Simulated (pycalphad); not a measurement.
Computed with pycalphad from the COST 507 light-alloy database (1999), at 1 atm. The data set is of 1999 and partly superseded. Kinetics are ignored, which matters at the lower temperatures.

## Si-13.9Zr (at.%): equilibrium cooling sequence

```csv
T (K),phases above,phases below
1834.3,LIQUID,LIQUID + SI2ZR
1634.6,LIQUID + SI2ZR,DIAMOND_A4 + SI2ZR
```

Changes were sought between steps of 40 K, so a narrower field can be missed.

Database names, with the compositions (at.%) that they take in these runs: SI2ZR: Si 67 Zr 33. DIAMOND_A4 is diamond (Si).
